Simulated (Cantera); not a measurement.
Cantera run:

```python
import numpy as np
import cantera as ct

gas_names = """
    Fe FeO Fe(OH)2 H HNO HNO2 HNO3 HO2 H2 H2O H2O2 H2S H2SO4 N NH NH2 NH3 NH2OH NO NO2 NO3 N2 N2H2 N2H4
    N2O O OH O2 O3 S SH SN SO SO2 SO3 S2 S2O S8
""".split()
cond_names = """
    Fe(a) Fe(c) Fe(d) Fe(L) FeO(s) FeO(L) Fe(OH)2(s) Fe(OH)3(s) FeS(a) FeS(b) FeS(c) FeS(L) FeSO4(s)
    FeS2(s) Fe2O3(s) Fe2S3O12(s) Fe3O4(s) H2O(s) H2O(L) H2SO4(L) S(cr1) S(cr2) S(L)
""".split()


# ... load() reads the species with a 1 bar reference pressure and builds the phases ...
atoms = {
    'Fe2O3': {'Fe': 2, 'O': 3},
    'H2S': {'H': 2, 'S': 1},
    'N2': {'N': 2},
}
top_T = {'FeSO4(s)': 950, 'FeS2(s)': 1010, 'Fe2O3(s)': 1830, 'Fe2S3O12(s)': 1100, 'Fe3O4(s)': 1870}  # K; cautious upper limits of use, not melting points


# ... equilibrate(T, P, feed) seeds the gas with the atoms and calls Mixture.equilibrate('TP', solver="vcs", rtol=1e-11, max_steps=5000) ...
results = []
T = 1373  # K
P = 13332.2  # Pa
for m in [0.61, 0.77, 0.98, 1.2, 1.6, 2, 2.5, 3.2, 4.1, 5.1, 6.5, 8.2, 10]:
    feed = {'Fe2O3': 1, 'H2S': 0.48, 'N2': m}  # mol
    mix = equilibrate(T, P, feed)
    results.append((T, P, feed, dict(zip(mix.species_names, mix.species_moles))))

top = {s: max(r[3][s] / sum(r[3][g] for g in gas_names) for r in results) for s in gas_names}
cols = sorted((s for s in top if top[s] > 0.001), key=lambda s: -top[s])[:8]
seen = [c for c in cond_names if any(r[3].get(c, 0) > 1e-12 for r in results)]
print("log10 of partial pressures in bar; condensed amounts in mol")
print(f"{'n(N2)':>10s}" + "".join(f"{s[:9]:>10s}" for s in cols + seen))
for T, P, feed, n in results:
    ng = sum(n[g] for g in gas_names)
    print(f"{feed['N2']:10.4g}" + "".join(f"{np.log10(max(n[s] / ng * P / 1e5, 1e-99)):10.3f}" for s in cols)
          + "".join(f"{n.get(c, 0):10.4g}" for c in seen))
```

It prints:

```
log10 of partial pressures in bar; condensed amounts in mol
     n(N2)        N2       H2O       SO2        S2        H2       H2S       S2O        SO    FeO(s)    FeS(c)
      0.61    -1.252    -1.388    -1.574    -2.198    -2.708    -2.955    -3.724    -3.793     1.968   0.03226
      0.77    -1.197    -1.434    -1.621    -2.229    -2.739    -3.001    -3.772    -3.825     1.971     0.029
      0.98    -1.145    -1.489    -1.677    -2.267    -2.775    -3.056    -3.827    -3.862     1.975   0.02507
       1.2    -1.107    -1.539    -1.729    -2.301    -2.808    -3.106    -3.879    -3.896     1.979   0.02128
       1.6    -1.060    -1.618    -1.810    -2.355    -2.860    -3.185    -3.961    -3.951     1.985    0.0151
         2    -1.029    -1.686    -1.880    -2.402    -2.904    -3.253    -4.030    -3.997      1.99  0.009628
       2.5    -1.003    -1.757    -1.954    -2.451    -2.951    -3.324    -4.104    -4.046     1.996  0.003528
       3.2    -0.978    -1.841    -2.038    -2.521    -3.010    -3.419    -4.199    -4.106         2         0
       4.1    -0.957    -1.929    -2.125    -2.608    -3.077    -3.529    -4.307    -4.171         2         0
       5.1    -0.942    -2.010    -2.204    -2.688    -3.138    -3.629    -4.406    -4.230         2         0
       6.5    -0.929    -2.103    -2.295    -2.779    -3.208    -3.745    -4.521    -4.299         2         0
       8.2    -0.918    -2.194    -2.384    -2.870    -3.277    -3.860    -4.633    -4.366         2         0
        10    -0.911    -2.274    -2.462    -2.948    -3.338    -3.960    -4.731    -4.425         2         0
```

Cantera equilibrium calculation (NASA polynomials, part measured and part estimated; ideal gas, pure solids and liquids). Metal and sulfide melt together well below either melting point, which pure phases cannot show. Mutual solubility and eutectic melting of coexisting phases are not modelled. The tables' stoichiometric FeO is somewhat more stable than real wüstite, so its field is too wide. FeO, FeS: taken at fixed stoichiometry.
